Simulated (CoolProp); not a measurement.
Vapour pressure (kPa) of propyne: the reference equation beside estimates from Tc = 129.6 °C, pc = 5658 kPa, ω = 0.204. Clausius-Clapeyron is anchored at 21.55 °C with a constant enthalpy of vaporisation of 18.84 kJ/mol.

The numbers come from the reference Helmholtz-energy equation of state, Polt 1992 in CoolProp. This equation is an older, rougher fit; its heat capacities, sound speeds and derivatives of the liquid may be far off and weren't checked against measurements.

| T (°C) | reference | Lee-Kesler | Clausius-Clapeyron | van der Waals | Redlich-Kwong | Peng-Robinson |
|---|---|---|---|---|---|---|
| 8.55 | 352.4 | 351.5 | 369.4 | 1130 | 491.9 | 350.2 |
| 21.55 | 526.6 | 531.4 | 526.6 | 1417 | 712.0 | 527.7 |
| 34.45 | 758.9 | 770.5 | 727.0 | 1745 | 991.9 | 764.3 |
| 47.45 | 1065 | 1083 | 980.0 | 2121 | 1344 | 1076 |
| 60.35 | 1455 | 1477 | 1288 | 2540 | 1771 | 1471 |
| 73.35 | 1948 | 1971 | 1662 | 3012 | 2285 | 1968 |
| 86.35 | 2557 | 2576 | 2105 | 3535 | 2893 | 2581 |
| 99.25 | 3294 | 3306 | 2619 | 4106 | 3593 | 3319 |
| 112.25 | 4186 | 4192 | 3215 | 4735 | 4404 | 4210 |

Absolute difference from the reference over all 9 rows, mean and median: Lee-Kesler 0.9 and 0.9 %, Clausius-Clapeyron 11.6 and 11.5 %, van der Waals 91.6 and 74.6 %, Redlich-Kwong 22.0 and 21.7 %, Peng-Robinson 0.8 and 0.8 %.
